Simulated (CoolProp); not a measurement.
Properties of ethylbenzene along the isobar 1.01 bar.

Computed with CoolProp (reference Helmholtz-energy equation of state, Zhou 2012).

```
T (°C)   phase  density (kg/m³)  cv (kJ/(kg K))  isothermal compressibility (1/MPa)  expansivity (1/kK)
------  ------  ---------------  --------------  ----------------------------------  ------------------
-17.75  liquid            899.7           1.217                           0.0006546              0.9656
-7.95   liquid            891.2           1.243                           0.0006971          (withheld)
1.85    liquid            882.7           1.270                           0.0007433              0.9831
11.65   liquid       (withheld)      (withheld)                           0.0007936          (withheld)
21.45   liquid            865.6           1.328                          (withheld)               1.007
31.25   liquid            857.1           1.358                          (withheld)               1.022
41.05   liquid            848.5           1.389                           0.0009745               1.038
50.85   liquid            839.8           1.420                            0.001047          (withheld)
60.65   liquid            831.1           1.452                            0.001127               1.076
70.45   liquid            822.3           1.485                            0.001215               1.097
80.25   liquid       (withheld)           1.518                            0.001313               1.121
90.05   liquid            804.4           1.551                            0.001421               1.147
99.85   liquid            795.3           1.585                            0.001543               1.176
```

Q: Some entries are withheld; supply them.

A: 
- -7.95, expansivity (1/kK): 0.9735
- 11.65, density (kg/m³): 874.2
- 11.65, cv (kJ/(kg K)): 1.299
- 11.65, expansivity (1/kK): 0.9943
- 21.45, isothermal compressibility (1/MPa): 0.0008485
- 31.25, isothermal compressibility (1/MPa): 0.0009086
- 50.85, expansivity (1/kK): 1.056
- 80.25, density (kg/m³): 813.4
